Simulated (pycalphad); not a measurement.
All values are pycalphad results on the COST 507 light-alloy database (1999) (1 atm), not direct measurements. The data set is of 1999 and partly superseded. The system is extrapolated from its subsystems; higher-order compounds may be missing. Amounts are mole fractions of atoms.

Task: Give the equilibrium state of Al-6.091Si-1.131Mg-2.053Mn (wt.%) at 610 K.

Result: 
```
T = 610.00 K, P = 101325 Pa, N = 1 mol of atoms
G = -21616 J/mol, H = 6479 J/mol, S = 46.06 J/(mol K)  (SER reference)
chemical potentials (J/mol): Al -20467, Si -14194, Mg -52993, Mn -129019
phase             fraction      x(Al)      x(Si)      x(Mg)      x(Mn)
FCC_A1              0.8782     0.9982     0.0010   0.000708   4.23e-06
ALMNSI_ALPHA        0.0586     0.7028     0.1233       none     0.1739
DIAMOND_A4          0.0450   1.66e-09     1.0000       none       none
MG2SI               0.0181       none     0.3333     0.6667       none
```

Task: Give the equilibrium state of Al-6.091Si-1.131Mg-2.053Mn (wt.%) at 930 K.

Result: 
```
T = 930.00 K, P = 101325 Pa, N = 1 mol of atoms
G = -39657 J/mol, H = 28737 J/mol, S = 73.54 J/(mol K)  (SER reference)
chemical potentials (J/mol): Al -38204, Si -38850, Mg -80155, Mn -124637
phase             fraction      x(Al)      x(Si)      x(Mg)      x(Mn)
LIQUID              0.9758     0.9231     0.0577     0.0130     0.0061
ALMNSI_ALPHA        0.0242     0.7081     0.1180       none     0.1739
```

Database names, with the compositions (at.%) that they take in these runs: ALMNSI_ALPHA: Al 70-72 Mn 17 Si 10-13; MG2SI: Mg 67 Si 33. FCC_A1 is fcc; DIAMOND_A4 is diamond (Si). An entry "none" or "no" means that the model of the phase leaves that element out.
